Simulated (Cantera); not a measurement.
A Cantera script and what it prints.

```python
import numpy as np
import cantera as ct

gas_names = """
    H HO2 H2 H2O H2O2 O OH O2 O3 Ti TiO TiO2
""".split()
cond_names = """
    H2O(s) H2O(L) Ti(a) Ti(b) Ti(L) TiO(a) TiO(b) TiO(L) TiO2(ru) TiO2(L) Ti2O3(a) Ti2O3(b) Ti2O3(L)
    Ti3O5(a) Ti3O5(b) Ti3O5(L) Ti4O7(s) Ti4O7(L)
""".split()


def load(file, names, dense=False):
    # The tables refer to 1 bar. Condensed volumes are neglected.
    table = {s.name: s for s in ct.Species.list_from_file(file)}
    out = []
    for n in names:
        d = dict(table[n].input_data)
        d["thermo"] = dict(d["thermo"], **{"reference-pressure": 1e5})
        if dense:
            d["equation-of-state"] = {"model": "constant-volume", "density": "1e6 g/cm^3"}
        out.append(ct.Species.from_dict(d))
    return out


gas = ct.Solution(thermo="ideal-gas", species=load("nasa_gas.yaml", gas_names))
cond = {s.name: ct.Solution(thermo="fixed-stoichiometry", species=[s], name=s.name)
        for s in load("nasa_condensed.yaml", cond_names, dense=True)}
atoms = {
    'Ti': {'Ti': 1},
    'H2O': {'H': 2, 'O': 1},
}
top_T = {}  # K; cautious upper limits of use, not melting points


def equilibrate(T, P, feed):
    n = {}
    for name, mol in feed.items():
        for a, k in atoms[name].items():
            n[a] = n.get(a, 0.0) + k * mol
    gas.TPX = T, P, n
    mass = sum(n.values()) * gas.mean_molecular_weight
    gas.equilibrate("TP")
    valid = [c for c in cond.values() if c.min_temp <= T <= top_T.get(c.name, c.max_temp)]
    mix = ct.Mixture([(gas, mass / gas.mean_molecular_weight)] + [(c, 0.0) for c in valid])
    mix.T, mix.P = T, P
    mix.equilibrate("TP", solver="vcs", rtol=1e-11, max_steps=5000)
    return mix


results = []
feed = {'Ti': 1, 'H2O': 0.13}  # mol
P = 10000  # Pa
for T in [1150, 1225, 1300, 1375, 1450, 1525, 1600, 1675, 1750]:
    mix = equilibrate(T, P, feed)
    results.append((T, P, feed, dict(zip(mix.species_names, mix.species_moles))))
    x = sorted(zip(gas.X, gas.species_names), reverse=True)
    print(f"T = {T:g} K  P = {P:g} Pa  gas = {mix.phase_moles(0):.4g} mol")
    print("   x: " + "  ".join(f"{s} {v:.3e}" for v, s in x if v > 1e-06))
    print("   condensed (mol): " + ("  ".join(f"{mix.phase(i).name} {mix.phase_moles(i):.4g}"
          for i in range(1, mix.n_phases) if mix.phase_moles(i) > 1e-12) or "none"))
```

It prints:

```
T = 1150 K  P = 10000 Pa  gas = 0.13 mol
   x: H2 1.000e+00
   condensed (mol): Ti(a) 0.87  TiO(a) 0.13
T = 1225 K  P = 10000 Pa  gas = 0.13 mol
   x: H2 1.000e+00
   condensed (mol): Ti(b) 0.87  TiO(a) 0.13
T = 1300 K  P = 10000 Pa  gas = 0.13 mol
   x: H2 1.000e+00  H 3.498e-06
   condensed (mol): Ti(b) 0.87  TiO(b) 0.13
T = 1375 K  P = 10000 Pa  gas = 0.13 mol
   x: H2 1.000e+00  H 1.084e-05
   condensed (mol): Ti(b) 0.87  TiO(b) 0.13
T = 1450 K  P = 10000 Pa  gas = 0.13 mol
   x: H2 1.000e+00  H 2.991e-05
   condensed (mol): Ti(b) 0.87  TiO(b) 0.13
T = 1525 K  P = 10000 Pa  gas = 0.13 mol
   x: H2 9.999e-01  H 7.481e-05
   condensed (mol): Ti(b) 0.87  TiO(b) 0.13
T = 1600 K  P = 10000 Pa  gas = 0.13 mol
   x: H2 9.998e-01  H 1.719e-04
   condensed (mol): Ti(b) 0.87  TiO(b) 0.13
T = 1675 K  P = 10000 Pa  gas = 0.13 mol
   x: H2 9.996e-01  H 3.671e-04
   condensed (mol): Ti(b) 0.87  TiO(b) 0.13
T = 1750 K  P = 10000 Pa  gas = 0.13 mol
   x: H2 9.993e-01  H 7.352e-04  Ti 2.049e-06
   condensed (mol): Ti(b) 0.87  TiO(b) 0.13
```

Method: chemical equilibrium by Gibbs-energy minimisation in Cantera with the NASA 1993 tables (ideal gas, pure condensed phases). Mutual solubility and eutectic melting of coexisting phases are not modelled. TiO: taken at fixed stoichiometry. Condensed phases not in the tables: N, O or C dissolved in the metal.
